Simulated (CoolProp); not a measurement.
Properties of n-perfluorobutane along the isobar 101 kPa (Tc = 386.3 K, pc = 2322 kPa, ω = 0.372).

Computed with CoolProp (reference Helmholtz-energy equation of state, Gao 2022).

```json
[
 {"T (K)": "180", "phase": "liquid", "density (kg/m³)": "1912", "expansivity (1/kK)": "(withheld)"},
 {"T (K)": "188.4", "phase": "liquid", "density (kg/m³)": "(withheld)", "expansivity (1/kK)": "(withheld)"},
 {"T (K)": "196.8", "phase": "liquid", "density (kg/m³)": "1853", "expansivity (1/kK)": "(withheld)"},
 {"T (K)": "205.2", "phase": "liquid", "density (kg/m³)": "1823", "expansivity (1/kK)": "1.896"},
 {"T (K)": "213.6", "phase": "liquid", "density (kg/m³)": "1794", "expansivity (1/kK)": "1.911"},
 {"T (K)": "222", "phase": "liquid", "density (kg/m³)": "1766", "expansivity (1/kK)": "1.932"},
 {"T (K)": "230.4", "phase": "liquid", "density (kg/m³)": "1737", "expansivity (1/kK)": "1.961"},
 {"T (K)": "238.8", "phase": "liquid", "density (kg/m³)": "1708", "expansivity (1/kK)": "1.998"},
 {"T (K)": "247.2", "phase": "liquid", "density (kg/m³)": "1680", "expansivity (1/kK)": "(withheld)"},
 {"T (K)": "255.6", "phase": "liquid", "density (kg/m³)": "1651", "expansivity (1/kK)": "2.102"}
]
```

Q: Some entries are withheld; supply them.

A: 
- 180, expansivity (1/kK): 1.885
- 188.4, density (kg/m³): 1882
- 188.4, expansivity (1/kK): 1.883
- 196.8, expansivity (1/kK): 1.887
- 247.2, expansivity (1/kK): 2.044
